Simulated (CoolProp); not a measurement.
Properties of R227EA along the isobar 0.788 MPa (Tc = 101.8 °C, pc = 2.925 MPa, ω = 0.358).

The numbers come from the reference Helmholtz-energy equation of state, Lemmon 2016 in CoolProp.

```tsv
T (°C)	phase	cp (kJ/(kg K))	Joule-Thomson coefficient (K/MPa)	viscosity (µPa s)	conductivity (mW/(m K))	fugacity coefficient
-45.25	liquid	1.027	-0.3339	632	77.5	0.03113
-28.75	liquid	1.054	-0.2942	500	73.6	0.07324
-12.25	liquid	1.085	-0.2439	399	69.6	0.1500
4.15	liquid	1.121	-0.1775	320	65.4	0.2736
20.65	liquid	1.165	-0.08263	256	61.0	0.4568
37.15	liquid	1.223	0.06584	204	56.5	0.7060
53.65	gas	0.9691	17.19	12.9	16.3	0.8507
70.05	gas	0.9556	13.57	13.6	17.4	0.8751
86.55	gas	0.9571	11.12	14.2	18.7	0.8944
103.05	gas	0.9655	9.357	14.9	19.9	0.9100
119.45	gas	0.9775	8.040	15.5	21.2	0.9227
135.95	gas	0.9913	7.010	16.1	22.5	0.9334
152.45	gas	1.006	6.187	16.7	23.8	0.9424
168.95	gas	1.021	5.516	17.3	25.1	0.9500
185.35	gas	1.035	4.960	17.9	26.4	0.9565
201.85	gas	1.050	4.488	18.4	27.7	0.9621
```

Viscosity comes from a separate model (Huber 2003), an estimate that may be off by 10 % or more. Thermal conductivity comes from a separate model (Huber 2003), an estimate that may be off by 10 % or more.
